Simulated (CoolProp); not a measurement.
Vapour-liquid equilibrium of nitrogen (1) + oxygen (2) at 52.5 kPa; x and y are mole fractions of (1).

The numbers come from the multi-fluid Helmholtz-energy mixture model, Span 2000 and Schmidt 1985; pair parameters Gernert 2013 in CoolProp.

```json
[
 {"x": "0.05", "bubble temperature (°C)": "-190.3", "y at the bubble point": "0.206", "dew temperature at overall composition x (°C)": "-189.2", "liquid density (mol/L)": "___"},
 {"x": "0.125", "bubble temperature (°C)": "-192.1", "y at the bubble point": "0.414", "dew temperature at overall composition x (°C)": "-189.7", "liquid density (mol/L)": "35.83"},
 {"x": "0.2", "bubble temperature (°C)": "-193.5", "y at the bubble point": "0.553", "dew temperature at overall composition x (°C)": "-190.3", "liquid density (mol/L)": "35.33"},
 {"x": "0.275", "bubble temperature (°C)": "-194.7", "y at the bubble point": "0.651", "dew temperature at overall composition x (°C)": "-190.9", "liquid density (mol/L)": "34.80"},
 {"x": "0.35", "bubble temperature (°C)": "-195.7", "y at the bubble point": "0.724", "dew temperature at overall composition x (°C)": "-191.5", "liquid density (mol/L)": "34.26"},
 {"x": "0.425", "bubble temperature (°C)": "-196.5", "y at the bubble point": "___", "dew temperature at overall composition x (°C)": "-192.2", "liquid density (mol/L)": "33.72"},
 {"x": "0.5", "bubble temperature (°C)": "-197.3", "y at the bubble point": "___", "dew temperature at overall composition x (°C)": "-192.9", "liquid density (mol/L)": "33.17"},
 {"x": "0.575", "bubble temperature (°C)": "-197.9", "y at the bubble point": "0.865", "dew temperature at overall composition x (°C)": "-193.8", "liquid density (mol/L)": "32.62"},
 {"x": "0.65", "bubble temperature (°C)": "___", "y at the bubble point": "___", "dew temperature at overall composition x (°C)": "-194.7", "liquid density (mol/L)": "32.08"},
 {"x": "0.725", "bubble temperature (°C)": "-199.1", "y at the bubble point": "0.925", "dew temperature at overall composition x (°C)": "-195.7", "liquid density (mol/L)": "31.54"},
 {"x": "0.8", "bubble temperature (°C)": "-199.7", "y at the bubble point": "0.949", "dew temperature at overall composition x (°C)": "-196.8", "liquid density (mol/L)": "31.00"},
 {"x": "0.875", "bubble temperature (°C)": "-200.2", "y at the bubble point": "0.970", "dew temperature at overall composition x (°C)": "-198.1", "liquid density (mol/L)": "30.47"},
 {"x": "0.95", "bubble temperature (°C)": "___", "y at the bubble point": "0.989", "dew temperature at overall composition x (°C)": "-199.7", "liquid density (mol/L)": "29.94"}
]
```

Q: Some entries are withheld; supply them.

A: 
- 0.05, liquid density (mol/L): 36.29
- 0.425, y at the bubble point: 0.781
- 0.5, y at the bubble point: 0.827
- 0.65, bubble temperature (°C): -198.6
- 0.65, y at the bubble point: 0.898
- 0.95, bubble temperature (°C): -200.7

No azeotrope shows between x = 0.05 and 0.95.

Pair parameters are fitted to limited data, so mixtures are less certain than the pure fluids.
